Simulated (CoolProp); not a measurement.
Properties of n-hexane at several states.

Model: reference Helmholtz-energy equation of state, Thol 2019, in CoolProp.

```
T (°C)  p (MPa)   phase         Z  cp (kJ/(kg K))  cv (kJ/(kg K))  expansivity (1/kK)  conductivity (mW/(m K))  fugacity coefficient
------  -------  ------  --------  --------------  --------------  ------------------  -----------------------  --------------------
-36.35       12  liquid    0.7330           2.050      (withheld)          (withheld)               (withheld)            (withheld)
166.05     0.48     gas    0.9009           2.396      (withheld)               3.254                     27.8            (withheld)
204.95    0.139     gas    0.9800           2.470           2.364               2.242                     32.7                0.9804
96.75     0.107     gas    0.9616           2.026      (withheld)               3.105                     20.3                0.9630
117.65    0.321     gas    0.8993           2.193           2.032               3.704                     22.3                0.9087
-5.55     0.122  liquid  0.006928           2.155           1.654               1.281               (withheld)               0.03658
```

Task: Complete the blanks.

Result: 
- -36.35, cv (kJ/(kg K)): 1.581
- -36.35, expansivity (1/kK): 1.118
- -36.35, conductivity (mW/(m K)): 146
- -36.35, fugacity coefficient: 0.0001044
- 166.05, cv (kJ/(kg K)): 2.237
- 166.05, fugacity coefficient: 0.9095
- 96.75, cv (kJ/(kg K)): 1.909
- -5.55, conductivity (mW/(m K)): 130

Thermal conductivity comes from a separate model (Assael 2013).
